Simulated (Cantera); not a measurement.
Input: 1 mol trisilylamine, 2.1 mol N2, 0.25 mol H2, 18 mol NH3, at 1273 K and 10.0 Torr.

Cantera equilibrium calculation (NASA polynomials, part measured and part estimated; ideal gas, pure solids and liquids). Candidate condensed phases: Si, Si3N4; 18 gas species. The feed counts by its element totals alone. Equilibrium is a limit: real reactors are often held back by kinetics, nucleation or transport.

**Question.** What is the equilibrium state?

**Answer.** 
```
Quantity                             Result
--------------------------------  ---------
x(H2)                                 0.768
x(N2)                                 0.232
x(H)                                5.41e-6
n(Si3N4(s))                        1.00 mol
gas amount                        41.35 mol
log10 activity of Si(s) (absent)      -2.74
```
